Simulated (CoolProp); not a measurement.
Model: reference Helmholtz-energy equation of state, Lemmon 2022, in CoolProp.

Problem. For R1234yf, give the phase and the cp (kJ/(kg K)), cv (kJ/(kg K)), viscosity (µPa s), Prandtl number at 281.7 K and 4.65 MPa; 279.4 K and 0.0346 MPa; 165.1 K and 0.389 MPa.

Solution. 
- 281.7 K and 4.65 MPa: liquid; cp 1.30, cv 0.891, viscosity 195, Prandtl number 3.53
- 279.4 K and 0.0346 MPa: gas; cp 0.860, cv 0.784, viscosity 11.6, Prandtl number 0.810
- 165.1 K and 0.389 MPa: liquid; cp 1.10, cv 0.737, viscosity 1310, Prandtl number 12.9

Viscosity comes from a separate model (Bell 2016), an estimate that may be off by 10 % or more. Thermal conductivity comes from a separate model (Perkins 2011).
